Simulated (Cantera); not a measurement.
An isothermal, constant-pressure homogeneous reactor starts with CH4 : N2 = 1 : 8.1 (molar parts), at 1498 K and 13300 Pa. Integrator tolerance rtol = 1e-08.

Model: GRI-Mech 3.0 (53 species, 325 reactions), integrated in Cantera. GRI-Mech 3.0 stops at C3 and has no aromatics, soot or wall deposition, so with more carbon than oxygen in the feed, carbon stays in small species such as C2H2 where larger ones or solid carbon would form.

Problem. What does this change do: temperature 1498 to 1100 K?

Solution. 
```
quantity                                             before                                     after
-----------------  ----------------------------------------  ----------------------------------------
x(CH4) at 30.0 s   0.00501 (gas-phase equilibrium 0.000899)      0.110 (gas-phase equilibrium 0.0586)
x(H) at 30.0 s      1.65e-5 (gas-phase equilibrium 1.82e-5)  1.25e-12 (gas-phase equilibrium 1.83e-8)
x(HCN) at 30.0 s     7.87e-8 (gas-phase equilibrium 0.0599)     <1e-12 (gas-phase equilibrium 0.0238)
x(C2H) at 30.0 s    1.02e-8 (gas-phase equilibrium 4.37e-9)     <1e-12 (gas-phase equilibrium <1e-12)
x(C2H6) at 30.0 s   3.18e-7 (gas-phase equilibrium 1.85e-8)   1.70e-6 (gas-phase equilibrium 2.05e-5)
```

Problem. What does this change do: pressure from 13300 Pa to 101000 Pa?

Solution. 
```csv
quantity,before,after
x(CH4) at 30.0 s,0.00501 (gas-phase equilibrium 0.000899),0.00908 (gas-phase equilibrium 0.00604)
x(H) at 30.0 s,1.65e-5 (gas-phase equilibrium 1.82e-5),6.31e-6 (gas-phase equilibrium 6.43e-6)
x(HCN) at 30.0 s,7.87e-8 (gas-phase equilibrium 0.0599),4.29e-8 (gas-phase equilibrium 0.0574)
x(C2H) at 30.0 s,1.02e-8 (gas-phase equilibrium 4.37e-9),3.81e-9 (gas-phase equilibrium 1.49e-9)
x(C2H6) at 30.0 s,3.18e-7 (gas-phase equilibrium 1.85e-8),2.06e-6 (gas-phase equilibrium 8.78e-7)
```
